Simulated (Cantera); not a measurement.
Input: 1 mol AlCl₃, 17 mol N₂, 990 mol H₂, equilibrated at 0.0200 bar.

These are equilibrium values from Cantera (NASA tables, ideal gas, pure condensed phases), not measurements of a reactor. Candidate condensed phases: Al, AlCl₃, AlN, NH₄Cl; 20 gas species. The numbers say what is thermodynamically allowed, not how fast it happens.

Question: Which condensed phases are stable at each of these points (T (K)): 1448, 1473, 1498, 1523, 1548, 1573, 1598, 1623?

Answer: 
| T (K) | condensed phases | Al condensed (%) |
|---|---|---|
| 1448 | AlN(s) | 72.8 |
| 1473 | AlN(s) | 58.4 |
| 1498 | AlN(s) | 38.9 |
| 1523 | AlN(s) | 14.2 |
| 1548 | gas only | 0.0 |
| 1573 | gas only | 0.0 |
| 1598 | gas only | 0.0 |
| 1623 | gas only | 0.0 |

From 1448 K to 1523 K the condensed part is AlN(s). From 1548 K to 1623 K nothing is condensed.
